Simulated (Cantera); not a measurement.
Input: 1 mol HgO, 5.7 mol H2, 0.18 mol N2, at 1373 K and 87.0 Pa.

Cantera equilibrium calculation (NASA polynomials, part measured and part estimated; ideal gas, pure solids and liquids). Candidate condensed phases: H2O, Hg, HgO; 25 gas species. Equilibrium is a limit: real reactors are often held back by kinetics, nucleation or transport.

Base state: H2 0.683, H2O 0.145, Hg 0.145, N2 0.0262, H 9.33e-5 (mole fractions); condensed: gas only.

Q: What changes in the equilibrium state with this change: 0.26 mol O2 added?

A: 
```csv
species,before,after
H2,0.683,0.607
H2O,0.145,0.221
Hg,0.145,0.145
H,9.33e-5,8.80e-5
N2,0.0262,0.0262
```
